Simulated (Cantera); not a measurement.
An adiabatic, constant-volume homogeneous reactor starts with CH4 : H2 : O2 : N2 : H2O = 1 : 0.1 : 1.08 : 4.06 : 0.011 (molar parts), equivalence ratio 1.9, at 1525 K and 4.24 atm.

Cantera simulation using GRI-Mech 3.0 (53 species, 325 reactions); the numbers are that mechanism's predictions, not measurements.

Predict: time of steepest temperature rise; temperature at 0.100 s; equilibrium temperature; x(H2) at 0.100 s; x(O2) at 0.100 s; x(HO2) at 0.100 s; x(NO) at 0.100 s.


- time of steepest temperature rise: 0.241 ms
- temperature at 0.100 s: 2887 K
- equilibrium temperature: 2887 K
- x(H2) at 0.100 s: 0.143 (gas-phase equilibrium 0.143)
- x(O2) at 0.100 s: 9.36e-5 (gas-phase equilibrium 9.36e-5)
- x(HO2) at 0.100 s: 2.17e-7 (gas-phase equilibrium 2.17e-7)
- x(NO) at 0.100 s: 0.000739 (gas-phase equilibrium 0.000739)
